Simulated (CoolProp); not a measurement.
Vapour-liquid equilibrium of R22 (1) + n-hexane (2) at 323.7 K; x and y are mole fractions of (1).

Values from CoolProp's multi-fluid Helmholtz-energy mixture model, Kamei 1995 and Thol 2019; pair parameters Bell 2016.

Task: Give the bubble pressure and the first vapour's composition at x = 0.05, 0.65, 0.95. Is there an azeotrope?

Result: x = 0.05: 173.4 kPa, y = 0.683; x = 0.65: 1297 kPa, y = 0.969; x = 0.95: 1845 kPa, y = 0.994. No azeotrope shows between x = 0.05 and 0.95.

Pair parameters are fitted to limited data, so mixtures are less certain than the pure fluids. The gap from Raoult's law changes sign with composition, which may be real or a fault of the pair parameters; it wasn't checked against measurements.
